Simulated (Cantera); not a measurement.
Cantera run, input and output.

```python
import numpy as np
import cantera as ct

gas = ct.Solution("h2o2.yaml")
gas.TPX = 300, 500000, {'H2': 1, 'O2': 0.893, 'N2': 3.36}
flame = ct.FreeFlame(gas, width=0.013)
flame.set_refine_criteria(ratio=3, slope=0.08, curve=0.16)
flame.transport_model = "mixture-averaged"
flame.solve(loglevel=0, auto=True)
z, T = flame.grid, flame.T
thick = (T[-1] - T[0]) / np.gradient(T, z).max()
show = ['H2', 'O2', 'H2O2', 'H', 'OH', 'O']
print(f"laminar burning velocity  {flame.velocity[0] * 100:.3f} cm/s")
print(f"burnt temperature         {T[-1]:.1f} K")
print(f"thermal thickness         {thick * 1e3:.4f} mm")
print(f"grid points               {len(z)}")
z0 = z[flame.heat_release_rate.argmax()]
print(f"{'z/mm':>9s}{'T/K':>9s}{'u/(m/s)':>9s}" + "".join(f"{s:>11s}" for s in show))
rows = []
for k in (-3, -2, -1.5, -1, -0.5, -0.25, 0, 0.25, 0.5, 1, 2, 4, 8):
    zz = z0 + k * thick
    rows.append([k * thick, np.interp(zz, z, T), np.interp(zz, z, flame.velocity),
                 *(np.interp(zz, z, flame.X[gas.species_index(s)]) for s in show)])
    print(f"{rows[-1][0] * 1e3:9.3f}{rows[-1][1]:9.1f}{rows[-1][2]:9.3f}" + "".join(f"{x:11.3e}" for x in rows[-1][3:]))
```

Result:

```
laminar burning velocity  24.877 cm/s
burnt temperature         1725.5 K
thermal thickness         0.1214 mm
grid points               115
     z/mm      T/K  u/(m/s)         H2         O2       H2O2          H         OH          O
   -0.364    300.6    0.248  1.858e-01  1.710e-01  4.860e-08  8.398e-18  4.790e-15  2.663e-12
   -0.243    306.5    0.249  1.728e-01  1.735e-01  1.273e-06  5.037e-16  4.013e-13  3.595e-11
   -0.182    325.5    0.260  1.552e-01  1.763e-01  7.851e-06  1.715e-14  9.320e-12  2.004e-10
   -0.121    410.9    0.318  1.206e-01  1.780e-01  5.094e-05  3.964e-12  4.442e-10  3.666e-09
   -0.061    755.0    0.568  6.841e-02  1.609e-01  2.220e-04  5.505e-07  1.225e-06  1.657e-06
   -0.030   1081.1    0.808  4.119e-02  1.379e-01  2.164e-04  9.483e-05  1.254e-04  8.089e-05
    0.000   1400.6    1.048  1.835e-02  1.109e-01  1.983e-05  6.292e-04  1.092e-03  6.855e-04
    0.030   1579.8    1.183  6.523e-03  9.455e-02  3.599e-06  6.830e-04  2.417e-03  1.059e-03
    0.061   1656.8    1.241  2.538e-03  8.897e-02  2.220e-06  3.609e-04  2.676e-03  8.104e-04
    0.121   1704.6    1.276  6.398e-04  8.687e-02  1.091e-06  7.308e-05  1.914e-03  3.090e-04
    0.243   1720.5    1.288  1.191e-04  8.669e-02  4.080e-07  7.372e-06  9.715e-04  7.057e-05
    0.486   1724.5    1.290  2.214e-05  8.677e-02  1.529e-07  8.265e-07  4.983e-04  1.767e-05
    0.971   1725.4    1.291  9.421e-06  8.681e-02  9.521e-08  2.893e-07  3.542e-04  8.847e-06
```

Computed with Cantera and the H2/O2 subset of GRI-Mech 3.0, which has no nitrogen chemistry. The hydrogen kinetics of GRI-Mech 3.0 are dated; newer H2 mechanisms differ, most at raised pressure. Burning velocities carry a grid error of a few per cent, more on coarse grids. Lean hydrogen flames are cellular in practice and burn faster than this planar one.
